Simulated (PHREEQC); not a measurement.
Consider water at 55 °C with 0.0076 mol NH3 and 9.6e-05 mol H4SiO4 per kg of water. Closed to the air; pH follows from the charge balance.

The numbers come from PHREEQC with the ion-association model, wateq4f.dat.

```
Item                        Result
----------------  ----------------
pH                            9.67
ionic strength    0.000403 mol/kgw
total alkalinity       7.60 meq/kg
```

```json
[
 {"species": "NH3", "molality": "0.00720", "activity": "0.00720", "log γ": "0.000"},
 {"species": "NH4+", "molality": "0.000403", "activity": "0.000393", "log γ": "-0.011"},
 {"species": "OH-", "molality": "0.000342", "activity": "0.000334", "log γ": "-0.011"},
 {"species": "H3SiO4-", "molality": "6.04e-5", "activity": "5.89e-5", "log γ": "-0.011"},
 {"species": "H4SiO4", "molality": "3.55e-5", "activity": "3.55e-5", "log γ": "0.000"},
 {"species": "H2SiO4-2", "molality": "1.07e-7", "activity": "9.72e-8", "log γ": "-0.042"}
]
```

No solid was allowed to form. Constants without temperature data keep their 25 °C values here.
